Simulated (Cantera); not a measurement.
**Abatement and gas-phase synthesis: SO₂ + H₂**

Input: 1 mol SO₂, a varied amount of H₂, at 1650 K and 0.00133 bar.

Cantera equilibrium calculation (NASA polynomials, part measured and part estimated; ideal gas, pure solids and liquids). Candidate condensed phases: H₂O, H₂SO₄, S; 19 gas species. Rates play no part.

From 0.71 mol H₂ to 6.7 mol H₂ nothing is condensed.

| n(H₂) (mol) | x H₂ | x H₂O | x SO₂ | x S₂ | x SO | x H₂S |
|---|---|---|---|---|---|---|
| 0.71 | 0.106 | 0.337 | 0.441 | 0.0714 | 0.0374 | 0.00194 |
| 1 | 0.148 | 0.392 | 0.332 | 0.0851 | 0.0338 | 0.00296 |
| 1.5 | 0.216 | 0.439 | 0.208 | 0.0970 | 0.0277 | 0.00462 |
| 2.2 | 0.304 | 0.449 | 0.112 | 0.100 | 0.0205 | 0.00659 |
| 3.2 | 0.415 | 0.413 | 0.0490 | 0.0920 | 0.0133 | 0.00861 |
| 4.6 | 0.536 | 0.344 | 0.0183 | 0.0753 | 0.00772 | 0.0101 |
| 6.7 | 0.654 | 0.261 | 0.00609 | 0.0556 | 0.00412 | 0.0106 |
x: gas mole fraction; nothing condenses.
